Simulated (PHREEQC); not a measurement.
A solution holds 0.29 mol NaHSO4 and 0.034 mol KOH per kg of water, at 20 °C. Closed to the air; pH follows from the charge balance.

Model: ion-association model, phreeqc.dat, run in PHREEQC.

Problem. The ionic strength comes out as 0.479 mol/kgw. What activity coefficients do SO4-2, K+, KSO4-, Na+, NaSO4- get?

Solution. SO4-2 0.21, K+ 0.65, KSO4- 0.70, Na+ 0.72, NaSO4- 0.70.

No solid was allowed to form. Species that the database lacks are ignored.
